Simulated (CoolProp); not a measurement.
Properties of ethanol along the isotherm 172.45 °C (Tc = 241.6 °C, pc = 6268 kPa, ω = 0.644).

Model: reference Helmholtz-energy equation of state, Schroeder 2014, in CoolProp.

| p (kPa) | phase | Joule-Thomson coefficient (K/MPa) | expansivity (1/kK) | viscosity (µPa s) | fugacity coefficient |
|---|---|---|---|---|---|
| 1570 | gas | 21.16 | 5.417 | 13.3 | 0.8485 |
| 3130 | liquid | 0.1368 | 3.018 | 133 | 0.4626 |
| 4700 | liquid | 0.1049 | 2.835 | 137 | 0.3179 |
| 6270 | liquid | 0.07834 | 2.684 | 141 | 0.2459 |
| 7830 | liquid | 0.05588 | 2.558 | 145 | 0.2030 |
| 9400 | liquid | 0.03630 | 2.447 | 149 | 0.1744 |
| 11000 | liquid | 0.01882 | 2.349 | 152 | 0.1538 |
| 12500 | liquid | 0.004245 | 2.268 | 155 | 0.1393 |
| 14100 | liquid | -0.009702 | 2.190 | 159 | 0.1274 |
| 15700 | liquid | -0.02227 | 2.120 | 162 | 0.1179 |

Viscosity comes from a separate model (Kiselev 2005).
